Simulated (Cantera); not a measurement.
Feed: 1 mol C₃H₈, 0.13 mol NH₃, 16 mol N₂, equilibrated at 1.20 Torr.

Method: chemical equilibrium by Gibbs-energy minimisation in Cantera with the NASA 1993 tables (ideal gas, pure condensed phases). Candidate condensed phases: C, C₆H₆, C₇H₈, C₈H₁₈; 92 gas species. Kinetics and transport are ignored.

x: gas mole fraction; n: condensed amount in mol.

| T (°C) | x N₂ | x H₂ | x H | x HCN | x HNC | x C₂H₂ (acetylene) | n C(graphite) |
|---|---|---|---|---|---|---|---|
| 752 | 0.793 | 0.207 | 4.96e-8 | (withheld) | 5.49e-9 | 4.57e-10 | 3.00 |
| 852 | 0.793 | 0.207 | 5.05e-7 | (withheld) | 4.14e-8 | 4.76e-9 | 3.00 |
| 952 | 0.793 | 0.207 | 3.55e-6 | (withheld) | 2.24e-7 | 3.36e-8 | 3.00 |
| 1052 | 0.793 | 0.207 | 1.86e-5 | (withheld) | 9.38e-7 | 1.76e-7 | 3.00 |
| 1152 | 0.793 | 0.207 | 7.76e-5 | (withheld) | 3.20e-6 | 7.29e-7 | 2.99 |
| 1252 | 0.793 | 0.207 | 0.000269 | (withheld) | 9.30e-6 | 2.50e-6 | 2.99 |
| 1352 | 0.792 | 0.206 | 0.000801 | (withheld) | 2.36e-5 | 7.33e-6 | 2.98 |
| 1452 | 0.791 | 0.205 | 0.00210 | (withheld) | 5.37e-5 | 1.89e-5 | 2.96 |
| 1552 | 0.790 | 0.203 | 0.00496 | (withheld) | 0.000111 | 4.35e-5 | 2.94 |
| 1652 | 0.786 | 0.198 | 0.0106 | (withheld) | 0.000211 | 9.08e-5 | 2.90 |
| 1752 | 0.781 | 0.191 | 0.0210 | (withheld) | 0.000373 | 0.000173 | 2.86 |
| 1852 | 0.773 | 0.179 | 0.0384 | (withheld) | 0.000613 | 0.000300 | 2.79 |

**Question.** Some entries are withheld; supply them.

**Answer.** 
- 752, x HCN: 3.11e-6
- 852, x HCN: 1.24e-5
- 952, x HCN: 3.96e-5
- 1052, x HCN: 0.000106
- 1152, x HCN: 0.000245
- 1252, x HCN: 0.000509
- 1352, x HCN: 0.000963
- 1452, x HCN: 0.00169
- 1552, x HCN: 0.00277
- 1652, x HCN: 0.00428
- 1752, x HCN: 0.00628
- 1852, x HCN: 0.00871
